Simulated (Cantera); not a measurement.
**Equilibrium for aluminium nitride and oxide growth: AlBr₃ + N₂O + N₂**

Input: 1 mol AlBr₃, 15 mol N₂O, 190 mol N₂, equilibrated at 10.0 Torr.

Method: chemical equilibrium by Gibbs-energy minimisation in Cantera with the NASA 1993 tables (ideal gas, pure condensed phases). Candidate condensed phases: Al, AlBr₃, AlN, Al₂O₃, Br₂; 21 gas species. The numbers say what is thermodynamically allowed, not how fast it happens.

```csv
T (K),log p N₂,log p O₂,log p Br,log p Br₂,log p NO,n Al₂O₃(s)
998,-1.89,-3.38,-4.33,-4.15,-6.76,0.500
1098,-1.89,-3.38,-3.98,-4.39,-6.32,0.500
1198,-1.89,-3.38,-3.81,-4.82,-5.96,0.500
1298,-1.90,-3.38,-3.75,-5.38,-5.65,0.500
1398,-1.90,-3.38,-3.74,-5.92,-5.39,0.500
1498,-1.90,-3.38,-3.73,-6.41,-5.16,0.500
1598,-1.90,-3.38,-3.73,-6.84,-4.97,0.500
1698,-1.90,-3.39,-3.73,-7.22,-4.79,0.500
```
log p: log10 of the partial pressure in bar; n: condensed amount in mol.

From 998 K to 1698 K the condensed part is Al₂O₃(s).
